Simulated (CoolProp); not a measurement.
A simple Rankine cycle with water: condensing at 294.15 K, boiler at 4.98 MPa, turbine inlet 538.8 K, turbine efficiency 0.6, pump efficiency 0.8, no recuperator. Each further row changes one setting.

Model: reference Helmholtz-energy equation of state, Wagner 2002, in CoolProp.

| case | thermal efficiency (%) | net work (kJ/kg) | heat in (kJ/kg) | turbine exit temperature (K) | volume ratio over the turbine |
|---|---|---|---|---|---|
| as stated | 22.9 | 620 | 2710 | 294.1 | 1160 |
| turbine inlet 558.8 K | 23.0 | … | … | 294.1 | … |
| condensing temperature 286.15 K | 23.6 | … | 2740 | 286.1 | 1870 |
| boiler pressure 3.49 MPa | 22.2 | 619 | … | 294.1 | … |
| turbine efficiency 0.5 | 19.0 | 516 | 2710 | 294.1 | 1220 |

### Question
Complete the blanks.

### Answer

- turbine inlet 558.8 K, net work (kJ/kg): 641
- turbine inlet 558.8 K, heat in (kJ/kg): 2780
- turbine inlet 558.8 K, volume ratio over the turbine: 1100
- condensing temperature 286.15 K, net work (kJ/kg): 648
- boiler pressure 3.49 MPa, heat in (kJ/kg): 2790
- boiler pressure 3.49 MPa, volume ratio over the turbine: 775

The expansion ends wet for: as stated; turbine inlet 558.8 K; condensing temperature 286.15 K; boiler pressure 3.49 MPa; turbine efficiency 0.5.
